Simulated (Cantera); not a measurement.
**Ignition delay**

Mixture: CH4 : O2 : N2 : H2O = 1.5 : 1 : 3.76 : 1.1 (molar parts), at 9.87 atm, adiabatic and at constant volume. Ignition delay is the time to a rise of 400 K.

Computed with Cantera and GRI-Mech 3.0 (53 species, 325 reactions).

| T0 (K) | delay (ms) |
|---|---|
| 1173 | 12.7 |
| 1248 | 5.47 |
| 1323 | 2.48 |
| 1398 | 1.16 |
| 1473 | 0.546 |
| 1548 | 0.259 |

```yaml
apparent activation energy between 1398 and 1548 K: 180 kJ/mol
```
